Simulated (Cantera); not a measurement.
## Formation from one mole of O₂

Source: NASA polynomial tables (part measured, part estimated), evaluated in Cantera. Values are per mole of reaction as written; species without (g) are pure solids or liquids, kept so even where they would boil at 1 bar.

0.6667 Cr + O₂(g) = 0.6667 CrO₃(g)

```
T (K)  ΔH° (kJ)  ΔS° (J/K)  ΔG° (kJ)  log10 K  condensed phases
-----  --------  ---------  --------  -------  ----------------
300      -195.3      -43.5    -182.2    31.73             Cr(s)
1523     -200.9      -50.4    -124.2     4.26             Cr(s)
1673     -202.6      -51.4    -116.6     3.64             Cr(s)
1823     -204.7      -52.6    -108.8     3.12             Cr(s)
1973     -207.1      -53.9    -100.8     2.67             Cr(s)
2123     -210.0      -55.3     -92.6     2.28             Cr(s)
2273     -225.1      -62.4     -83.4     1.92             Cr(l)
2423     -226.6      -63.0     -74.0     1.59             Cr(l)
```

2 H₂(g) + O₂(g) = 2 H₂O(g)

```json
[
 {"T (K)": "300", "ΔH° (kJ)": "-483.7", "ΔS° (J/K)": "-89.0", "ΔG° (kJ)": "-457.0", "log10 K": "79.57"},
 {"T (K)": "1523", "ΔH° (kJ)": "-500.6", "ΔS° (J/K)": "-114.6", "ΔG° (kJ)": "-326.1", "log10 K": "11.18"},
 {"T (K)": "1673", "ΔH° (kJ)": "-501.4", "ΔS° (J/K)": "-115.1", "ΔG° (kJ)": "-308.8", "log10 K": "9.64"},
 {"T (K)": "1823", "ΔH° (kJ)": "-502.1", "ΔS° (J/K)": "-115.5", "ΔG° (kJ)": "-291.5", "log10 K": "8.35"},
 {"T (K)": "1973", "ΔH° (kJ)": "-502.6", "ΔS° (J/K)": "-115.8", "ΔG° (kJ)": "-274.2", "log10 K": "7.26"},
 {"T (K)": "2123", "ΔH° (kJ)": "-503.0", "ΔS° (J/K)": "-116.0", "ΔG° (kJ)": "-256.8", "log10 K": "6.32"},
 {"T (K)": "2273", "ΔH° (kJ)": "-503.3", "ΔS° (J/K)": "-116.1", "ΔG° (kJ)": "-239.4", "log10 K": "5.50"},
 {"T (K)": "2423", "ΔH° (kJ)": "-503.5", "ΔS° (J/K)": "-116.2", "ΔG° (kJ)": "-222.0", "log10 K": "4.79"}
]
```

2 Pb + O₂(g) = 2 PbO(g)

| T (K) | ΔH° (kJ) | ΔS° (J/K) | ΔG° (kJ) | log10 K | condensed phases |
|---|---|---|---|---|---|
| 300 | 140.6 | 145.2 | 97.0 | -16.89 | Pb(s) |
| 1523 | 107.5 | 98.3 | -42.2 | 1.45 | Pb(l) |
| 1673 | 104.7 | 96.6 | -56.8 | 1.77 | Pb(l) |
| 1823 | 102.0 | 95.0 | -71.2 | 2.04 | Pb(l) |
| 1973 | 99.1 | 93.5 | -85.3 | 2.26 | Pb(l) |
| 2123 | 96.2 | 92.1 | -99.3 | 2.44 | Pb(l) |
| 2273 | 93.2 | 90.7 | -113.0 | 2.60 | Pb(l) |
| 2423 | 90.0 | 89.4 | -126.5 | 2.73 | Pb(l) |

1.333 B + O₂(g) = 0.6667 B₂O₃(g)

| T (K) | ΔH° (kJ) | ΔS° (J/K) | ΔG° (kJ) | log10 K | condensed phases |
|---|---|---|---|---|---|
| 300 | -557.3 | -23.7 | -550.2 | 95.80 | B(s) |
| 1523 | -562.0 | -28.8 | -518.1 | 17.77 | B(s) |
| 1673 | -562.9 | -29.4 | -513.7 | 16.04 | B(s) |
| 1823 | -563.8 | -29.9 | -509.3 | 14.59 | B(s) |
| 1973 | -564.9 | -30.5 | -504.7 | 13.36 | B(s) |
| 2123 | -566.1 | -31.1 | -500.1 | 12.30 | B(s) |
| 2273 | -567.3 | -31.6 | -495.4 | 11.38 | B(s) |
| 2423 | -635.7 | -60.8 | -488.5 | 10.53 | B(l) |
